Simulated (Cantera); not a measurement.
An adiabatic, constant-pressure homogeneous reactor starts with 18.1 % CH4, 17.2 % O2, 64.7 % N2, equivalence ratio 2.1, at 1425 K and 5.00 bar.

Cantera simulation using GRI-Mech 3.0 (53 species, 325 reactions); the numbers are that mechanism's predictions, not measurements.

Task: Predict: time of steepest temperature rise; temperature at 0.300 s; equilibrium temperature; x(O2) at 0.300 s; x(OH) at 0.300 s; x(H) at 0.300 s; x(HCO) at 0.300 s.

Result: 
```json
{
  "time_of_steepest_temperature_rise": "1.07 ms",
  "temperature at 0.300 s": "2422 K",
  "equilibrium_temperature": "2422 K",
  "x(O2) at 0.300 s": "1.49e-6 (gas-phase equilibrium 1.49e-6)",
  "x(OH) at 0.300 s": "0.000429 (gas-phase equilibrium 0.000429)",
  "x(H) at 0.300 s": "0.00338 (gas-phase equilibrium 0.00338)",
  "x(HCO) at 0.300 s": "3.68e-7 (gas-phase equilibrium 3.68e-7)"
}
```
